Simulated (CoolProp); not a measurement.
A simple Rankine cycle with R1224YDZ: condensing at 313.15 K, boiler at 2.44 MPa, turbine inlet 426.1 K, turbine efficiency 0.7, pump efficiency 0.8, no recuperator. Each further row changes one setting.

Model: reference Helmholtz-energy equation of state, Akasaka 2023, in CoolProp.

| case | thermal efficiency (%) | net work (kJ/kg) | heat in (kJ/kg) | turbine exit temperature (K) | volume ratio over the turbine |
|---|---|---|---|---|---|
| as stated | 11.8 | 27.1 | 229 | 364.2 | 12.4 |
| turbine inlet 446.1 K | 11.8 | 30.1 | 254 | 388.9 | 11.4 |
| condensing temperature 305.15 K | 12.8 | 30.4 | 238 | 359.5 | 16.0 |
| boiler pressure 1.71 MPa | 10.5 | 25.5 | 242 | 380.3 | 7.64 |
| turbine efficiency 0.6 | 10.0 | 22.9 | 229 | 368.8 | 12.5 |
